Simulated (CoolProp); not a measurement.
Vapour-liquid equilibrium of R134a (1) + n-butane (2) at 224 kPa; x and y are mole fractions of (1).

Values from CoolProp's multi-fluid Helmholtz-energy mixture model, Tillner-Roth 1994 and Bücker 2006; pair parameters Bell 2016.

**Question.** Give the bubble temperature and the first vapour's composition at x = 0.65, 0.8, 0.95. Is there an azeotrope?

**Answer.** x = 0.65: -9.9 °C, y = 0.743; x = 0.8: -10.0 °C, y = 0.780; x = 0.95: -8.6 °C, y = 0.905. y crosses x between x = 0.65 and 0.8: the model has an azeotrope there.

Pair parameters are fitted to limited data, so mixtures are less certain than the pure fluids. With so large a gap from Raoult's law the liquid may split in two, which this calculation doesn't test in full.
